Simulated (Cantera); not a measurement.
Input (Python, Cantera) and output of one run.

```python
import numpy as np
import cantera as ct

gas_names = """
    Br Br2 H HBr HNO HNO2 HNO3 HO2 H2 H2O H2O2 Mg MgBr MgBr2 MgH MgN MgO MgOH MgO2H2 Mg2 N NH NH2 NH3
    NH2OH NO NO2 NO3 N2 N2H2 N2H4 N2O O OH O2 O3
""".split()
cond_names = """
    Br2(cr) Br2(L) H2O(s) H2O(L) Mg(cr) Mg(L) MgBr2(s) MgBr2(L) MgO(s) MgO(L) MgO2H2(s)
""".split()


# ... load() reads the species with a 1 bar reference pressure and builds the phases ...
atoms = {
    'MgO': {'Mg': 1, 'O': 1},
    'HBr': {'H': 1, 'Br': 1},
    'N2': {'N': 2},
}
top_T = {}  # K; cautious upper limits of use, not melting points


# ... equilibrate(T, P, feed) seeds the gas with the atoms and calls Mixture.equilibrate('TP', solver="vcs", rtol=1e-11, max_steps=5000) ...
results = []
feed = {'MgO': 1, 'HBr': 1.1, 'N2': 19}  # mol
P = 1000  # Pa
for T in [1148, 1198, 1248, 1298, 1348, 1398, 1448, 1498, 1548]:
    mix = equilibrate(T, P, feed)
    results.append((T, P, feed, dict(zip(mix.species_names, mix.species_moles))))

top = {s: max(r[3][s] / sum(r[3][g] for g in gas_names) for r in results) for s in gas_names}
cols = sorted((s for s in top if top[s] > 0.0001), key=lambda s: -top[s])[:5]
seen = [c for c in cond_names if any(r[3].get(c, 0) > 1e-12 for r in results)]
print("log10 of partial pressures in bar; condensed amounts in mol")
print(f"{'T/K':>10s}" + "".join(f"{s[:9]:>10s}" for s in cols + seen))
for T, P, feed, n in results:
    ng = sum(n[g] for g in gas_names)
    print(f"{T:10.4g}" + "".join(f"{np.log10(max(n[s] / ng * P / 1e5, 1e-99)):10.3f}" for s in cols)
          + "".join(f"{n.get(c, 0):10.4g}" for c in seen))
```

It prints:

```
log10 of partial pressures in bar; condensed amounts in mol
       T/K        N2       HBr        Br       H2O     MgBr2    MgO(s)
      1148    -2.025    -3.306    -5.034    -4.662    -4.662    0.9563
      1198    -2.025    -3.321    -4.849    -4.563    -4.563    0.9449
      1248    -2.025    -3.338    -4.681    -4.476    -4.476    0.9327
      1298    -2.025    -3.359    -4.530    -4.400    -4.400    0.9199
      1348    -2.025    -3.384    -4.393    -4.336    -4.336    0.9071
      1398    -2.026    -3.412    -4.270    -4.283    -4.283    0.8949
      1448    -2.026    -3.443    -4.159    -4.239    -4.239    0.8835
      1498    -2.026    -3.479    -4.058    -4.204    -4.204    0.8737
      1548    -2.027    -3.518    -3.968    -4.177    -4.178    0.8656
```

Equilibrium computed with Cantera from the NASA thermochemical tables; the gas is ideal and each condensed phase is pure.
